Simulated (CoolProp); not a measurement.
Vapour-liquid equilibrium of isohexane (1) + benzene (2) at 26.2 kPa; x and y are mole fractions of (1).

Model: multi-fluid Helmholtz-energy mixture model, Lemmon 2006 and Thol 2012; pair parameters Bell 2016, in CoolProp.

Problem. Give the bubble temperature and the first vapour's composition at x = 0.125, 0.2, 0.65. Is there an azeotrope?

Solution. x = 0.125: 34.8 °C, y = 0.331; x = 0.2: 32.5 °C, y = 0.436; x = 0.65: 25.9 °C, y = 0.761. No azeotrope shows between x = 0.05 and 0.95.

The pair parameters rest on a limited set of measurements; away from them the model extrapolates.
